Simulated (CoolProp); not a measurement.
Values from CoolProp's reference Helmholtz-energy equation of state, Lemmon 2005. It is a short technical equation, of lower accuracy than the large ones.

Task: For cis-2-butene, give the phase and the Z, cv (kJ/(kg K)) at 163.15 °C and 0.883 MPa; 207.55 °C and 0.883 MPa; 251.85 °C and 0.883 MPa.

Result: 
- 163.15 °C and 0.883 MPa: gas; Z 0.924, cv 1.86
- 207.55 °C and 0.883 MPa: gas; Z 0.946, cv 2.01
- 251.85 °C and 0.883 MPa: gas; Z 0.960, cv 2.15
